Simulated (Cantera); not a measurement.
Cantera run, input and output.

```python
import numpy as np
import cantera as ct

gas = ct.Solution("h2o2.yaml")


def delay(T, t_max=10):
    gas.TPX = T, 100000, {'H2': 1, 'O2': 0.521, 'N2': 2.4}
    reactor = ct.IdealGasConstPressureReactor(gas, clone=False)
    net = ct.ReactorNet([reactor])
    net.rtol, net.atol = 1e-8, 1e-16
    while net.time < t_max:
        t_old, T_old = net.time, reactor.T
        net.step()
        if reactor.T > T + 400:  # ignition: a rise of 400 K
            return t_old + (T + 400 - T_old) / (reactor.T - T_old) * (net.time - t_old)
    return np.nan


taus = []
for T in [1225, 1300, 1375, 1450, 1525, 1600, 1675]:
    taus.append(delay(T))
    print(f"T0 = {T:6g} K   tau = {taus[-1]:.4e} s")
```

It prints:

```
T0 =   1225 K   tau = 4.8162e-05 s
T0 =   1300 K   tau = 3.5600e-05 s
T0 =   1375 K   tau = 2.8463e-05 s
T0 =   1450 K   tau = 2.4339e-05 s
T0 =   1525 K   tau = 2.2066e-05 s
T0 =   1600 K   tau = 2.1026e-05 s
T0 =   1675 K   tau = 2.0866e-05 s
```

Computed with Cantera and the H2/O2 subset of GRI-Mech 3.0, which has no nitrogen chemistry. Where the delays flatten at high temperature, the 400 K rule measures the pace of heat release, not the induction time.
